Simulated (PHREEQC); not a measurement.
1 kg of water meets 20 L of dry gas (CO2 0.77, N2 0.23 by moles) at fixed total pressure, at 25 °C; fugacities by Peng-Robinson. The gases take part in no redox reaction, some water evaporates into the gas, and hydrates or a liquid gas phase aren't modelled. No solid was allowed to form.

Computed with PHREEQC (ion-association model, phreeqc.dat).

Problem. Predict dissolved CO2 (all carbonate carbon) (mol/kgw) at P (atm) = 1, 7.5, 40.

Solution. 
```json
[
 {"P (atm)": "1", "dissolved CO2 (all carbonate carbon) (mol/kgw)": "0.0251"},
 {"P (atm)": "7.5", "dissolved CO2 (all carbonate carbon) (mol/kgw)": "0.186"},
 {"P (atm)": "40", "dissolved CO2 (all carbonate carbon) (mol/kgw)": "0.807"}
]
```

Complexes and solids missing from the database can't appear.
